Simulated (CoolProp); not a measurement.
Vapour pressure (bar) of isohexane: the reference equation beside estimates from Tc = 497.7 K, pc = 30.43 bar, ω = 0.280. Clausius-Clapeyron is anchored at 401.4 K with a constant enthalpy of vaporisation of 22.73 kJ/mol.

Values from CoolProp's reference Helmholtz-energy equation of state, Lemmon 2006. It is a short technical equation, of lower accuracy than the large ones.

| T (K) | reference | Lee-Kesler | Clausius-Clapeyron | van der Waals | Redlich-Kwong | Soave-Redlich-Kwong | Peng-Robinson |
|---|---|---|---|---|---|---|---|
| 358.5 | 2.115 | 2.123 | 2.595 | ___ | 3.371 | 2.122 | 2.109 |
| 369.3 | 2.803 | 2.819 | 3.243 | 8.158 | 4.271 | 2.819 | 2.794 |
| 380 | 3.640 | 3.665 | 3.995 | 9.365 | 5.317 | 3.670 | 3.631 |
| 390.7 | 4.652 | 4.688 | 4.865 | 10.68 | 6.531 | 4.703 | 4.646 |
| 401.4 | 5.863 | 5.908 | 5.863 | 12.11 | 7.925 | 5.940 | 5.863 |
| 412.1 | 7.294 | 7.349 | 6.997 | 13.65 | 9.510 | 7.405 | 7.306 |
| 422.8 | 8.972 | 9.034 | 8.276 | 15.31 | 11.30 | 9.123 | 9.002 |
| 433.5 | 10.92 | 10.99 | 9.708 | 17.09 | ___ | 11.12 | 10.98 |
| 444.2 | 13.18 | 13.25 | 11.30 | ___ | 15.53 | 13.42 | 13.26 |
| 455 | 15.79 | ___ | 13.08 | 21.04 | ___ | ___ | 15.91 |
| 465.7 | 18.75 | 18.83 | ___ | 23.20 | 20.74 | 19.07 | 18.90 |

Q: Complete the blanks.

A: 
- 358.5, van der Waals: 7.046
- 433.5, Redlich-Kwong: 13.30
- 444.2, van der Waals: 18.99
- 455, Lee-Kesler: 15.86
- 455, Redlich-Kwong: 18.02
- 455, Soave-Redlich-Kwong: 16.07
- 465.7, Clausius-Clapeyron: 15.01

Absolute difference from the reference over all 11 rows, mean and median: Lee-Kesler 0.6 and 0.6 %, Clausius-Clapeyron 11.5 and 11.1 %, van der Waals 103.0 and 87.1 %, Redlich-Kwong 32.2 and 30.4 %, Soave-Redlich-Kwong 1.3 and 1.5 %, Peng-Robinson 0.4 and 0.3 %.
